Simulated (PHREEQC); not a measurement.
A solution holds 0.01 mol NaH2PO4 and 0.0002 mol HCl per kg of water, at 25 °C. Closed to the air; pH follows from the charge balance.

The numbers come from PHREEQC with the ion-association model, phreeqc.dat.

Question: The ionic strength comes out as 0.0101 mol/kgw. What activity coefficients do HPO4-2, H2PO4-, H+, Cl-, Na+ get?

Answer: HPO4-2 0.67, H2PO4- 0.90, H+ 0.91, Cl- 0.90, Na+ 0.90.

This is a speciation only: nothing precipitates in the calculation.
